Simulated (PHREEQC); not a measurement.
A solution holds 0.0013 mol/kgw HCl, 0.12 mol/kgw NaCl and 0.00097 mol/kgw CuCl2, at 44 °C. Closed to the air; pH follows from the charge balance.

Model: ion-association model, phreeqc.dat, run in PHREEQC.

Precipitation was switched off in this run.

### Question
Predict the pH, density.

### Answer
pH 2.98; density 0.996 g/cm³.

### Question
In which forms is Cu present?

### Answer
Cu+2 77 %, CuCl+ 22 %, CuCl2 1.0 % of the Cu.

Species that the database lacks are ignored. At this temperature some constants are extrapolated from 25 °C, and those without enthalpy data are left unchanged.
